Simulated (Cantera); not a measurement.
**Stirred combustor or abatement burner**

A perfectly stirred reactor is fed with CO : H2 : CH4 : O2 : N2 = 1 : 0.88 : 1.1 : 4.55 : 33.7 (molar parts), at 760 Torr; it is adiabatic with a 500 K inlet, and is followed from long to short residence time, starting on the burning branch (τ in s: 0.051, 0.023, 0.01, 0.0047, 0.0021, 0.00096, 0.00044, 0.0002, 8.9e-05).

Detailed kinetics in Cantera: GRI-Mech 3.0 (53 species, 325 reactions).

| τ (s) | T (K) | x CO | x H2 | x CH4 | x HO2 | x H2O2 | x C2H6 |
|---|---|---|---|---|---|---|---|
| 0.051 | 1485 | 0.000857 | 0.000207 | 2.27e-5 | 4.33e-6 | 2.16e-7 | 1.53e-9 |
| 0.023 | 1477 | 0.00146 | 0.000345 | 3.76e-5 | 6.38e-6 | 3.06e-7 | 2.65e-9 |
| 0.010 | 1464 | 0.00254 | 0.000579 | 6.50e-5 | 9.16e-6 | 4.41e-7 | 4.87e-9 |
| 0.0047 | 1444 | 0.00420 | 0.000909 | 0.000110 | 1.23e-5 | 6.18e-7 | 9.31e-9 |
| 0.0021 | 1408 | 0.00733 | 0.00145 | 0.000213 | 1.68e-5 | 9.08e-7 | 2.39e-8 |
| 0.00096 | 1340 | 0.0138 | 0.00247 | 0.000539 | 2.53e-5 | 1.40e-6 | 1.31e-7 |
| 0.00044 | 500 | 0.0243 | 0.0213 | 0.0267 | <1e-12 | <1e-12 | <1e-12 |
| 0.00020 | 500 | 0.0243 | 0.0213 | 0.0267 | <1e-12 | <1e-12 | <1e-12 |
| 8.9e-5 | 500 | 0.0243 | 0.0213 | 0.0267 | <1e-12 | <1e-12 | <1e-12 |
x: mole fraction; the columns are a selection and need not sum to one.
